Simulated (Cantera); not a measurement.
Cantera run, input and output.

```python
import numpy as np
import cantera as ct

gas = ct.Solution("h2o2.yaml")


def delay(T, t_max=10):
    gas.TPX = T, 770000, {'H2': 1, 'O2': 0.962, 'N2': 3.62}
    reactor = ct.IdealGasReactor(gas, clone=False)
    net = ct.ReactorNet([reactor])
    net.rtol, net.atol = 1e-8, 1e-16
    while net.time < t_max:
        t_old, T_old = net.time, reactor.T
        net.step()
        if reactor.T > T + 400:  # ignition: a rise of 400 K
            return t_old + (T + 400 - T_old) / (reactor.T - T_old) * (net.time - t_old)
    return np.nan


taus = []
for T in [1100, 1175, 1250, 1325, 1400, 1475]:
    taus.append(delay(T))
    print(f"T0 = {T:6g} K   tau = {taus[-1]:.4e} s")
```

It prints:

```
T0 =   1100 K   tau = 1.0206e-03 s
T0 =   1175 K   tau = 7.6836e-05 s
T0 =   1250 K   tau = 8.8660e-06 s
T0 =   1325 K   tau = 4.4571e-06 s
T0 =   1400 K   tau = 2.9082e-06 s
T0 =   1475 K   tau = 2.1223e-06 s
```

Model: the H2/O2 subset of GRI-Mech 3.0, which has no nitrogen chemistry, integrated in Cantera. The hydrogen kinetics of GRI-Mech 3.0 are dated; newer H2 mechanisms differ, most at raised pressure.
